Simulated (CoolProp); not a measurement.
Vapour-liquid equilibrium of m-xylene (1) + n-decane (2) at 282.15 °C; x and y are mole fractions of (1).

The numbers come from the multi-fluid Helmholtz-energy mixture model, Zhou 2012 and Lemmon 2006; pair parameters Bell 2016 in CoolProp.

Q: Give the bubble pressure and the first vapour's composition at x = 0.05, 0.8, 0.95. Is there an azeotrope?

A: x = 0.05: 894.3 kPa, y = 0.074; x = 0.8: 1433 kPa, y = 0.855; x = 0.95: 1553 kPa, y = 0.966. No azeotrope shows between x = 0.05 and 0.95.

The pair parameters rest on a limited set of measurements; away from them the model extrapolates.
